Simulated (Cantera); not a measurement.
A Cantera script and its output.

```python
import numpy as np
import cantera as ct

gas = ct.Solution("gri30.yaml")
gas.TPX = 1398, 101325, {'CH4': 1, 'N2': 140}
inlet = ct.Reservoir(gas, clone=True)

reactor = ct.IdealGasConstPressureReactor(gas, energy="off", clone=False)
exhaust = ct.Reservoir(gas, clone=True)
tau = [2.1, 1.2, 0.71, 0.41, 0.24, 0.14, 0.08, 0.046, 0.027, 0.015, 0.0089][0]
for a, b in ((inlet, reactor), (reactor, exhaust)):
    ct.MassFlowController(a, b, mdot=lambda t: reactor.mass / tau)
net = ct.ReactorNet([reactor])
show = ['CH4', 'CH3', 'C2H2', 'HCN', 'C2H4', 'H']

rows = []
print(f"{'tau/s':>10s}{'T/K':>9s}" + "".join(f"{s:>11s}" for s in show))
for tau in [2.1, 1.2, 0.71, 0.41, 0.24, 0.14, 0.08, 0.046, 0.027, 0.015, 0.0089]:
    net.initial_time = 0.0
    net.advance(30 * tau)
    before = gas.X
    net.advance(40 * tau)
    drift = np.max(np.abs(gas.X - before) / (gas.X + 1e-9))
    rows.append([gas.T, *gas[show].X, drift])
    print(f"{tau:10.3e}{gas.T:9.1f}" + "".join(f"{x:11.3e}" for x in gas[show].X))
```

Result:

```
     tau/s      T/K        CH4        CH3       C2H2        HCN       C2H4          H
 2.100e+00   1398.0  5.955e-03  7.333e-06  4.881e-04  6.928e-10  6.126e-05  1.046e-07
 1.200e+00   1398.0  6.303e-03  8.245e-06  3.029e-04  3.510e-10  6.989e-05  7.687e-08
 7.100e-01   1398.0  6.555e-03  8.928e-06  1.734e-04  1.681e-10  7.097e-05  5.446e-08
 4.100e-01   1398.0  6.755e-03  9.276e-06  8.209e-05  6.745e-11  6.152e-05  3.514e-08
 2.400e-01   1398.0  6.895e-03  9.044e-06  3.187e-05  2.343e-11  4.355e-05  2.104e-08
 1.400e-01   1398.0  6.986e-03  8.174e-06  9.575e-06  7.117e-12  2.430e-05  1.190e-08
 8.000e-02   1398.0  7.040e-03  6.823e-06  2.161e-06  2.052e-12  1.053e-05  6.780e-09
 4.600e-02   1398.0  7.066e-03  5.408e-06  4.212e-07  6.625e-13  3.918e-06  4.337e-09
 2.700e-02   1398.0  7.079e-03  4.199e-06  8.053e-08  2.463e-13  1.384e-06  3.194e-09
 1.500e-02   1398.0  7.085e-03  3.103e-06  1.237e-08  8.801e-14  4.135e-07  2.566e-09
 8.900e-03   1398.0  7.088e-03  2.310e-06  2.236e-09  3.545e-14  1.336e-07  2.273e-09
```

Detailed kinetics in Cantera: GRI-Mech 3.0 (53 species, 325 reactions). GRI-Mech 3.0 stops at C3 and has no aromatics, soot or wall deposition, so with more carbon than oxygen in the feed, carbon stays in small species such as C2H2 where larger ones or solid carbon would form.
